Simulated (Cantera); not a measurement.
Feed: 1 mol Pb, 6.2 mol NH3, 18 mol H2, at 10.0 mbar.

Cantera equilibrium calculation (NASA polynomials, part measured and part estimated; ideal gas, pure solids and liquids). Candidate condensed phases: Pb; 11 gas species. The numbers say what is thermodynamically allowed, not how fast it happens.

Problem. At 850 °C, list the 3 most abundant gas species with their mole fractions, and the condensed phases.

Solution. H2 0.882, N2 0.100, Pb 0.0183. Condensed: Pb(l).
